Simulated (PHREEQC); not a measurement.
A made-up water analysis in mg/L, 25 °C, pH 7.15, pe 8:

```
constituent                mg/L
-----------------------  ------
Na                          5.5
K                           1.4
Ca                         48.9
Mg                        0.952
Cl                         24.5
S(6) as SO4                  82
Alkalinity as HCO3         26.3
O(0) (dissolved oxygen)  0.0858
Cd                          2.4
```

Valence states are taken as typed.

All values are PHREEQC results (ion-association model, phreeqc.dat), not measurements.

No solid was allowed to form.

### Question
Estimate the ionic strength, specific conductance, charge-balance error.

### Answer
ionic strength 0.00459 mol/kgw; specific conductance 319 µS/cm; charge-balance error 0.1 %.

### Question
In which forms is C present?

### Answer
HCO3- 86 %, CO2 13 %, CaHCO3+ 0.9 % of the C.

Examples of supersaturated solids here: Otavite. Others may be too.
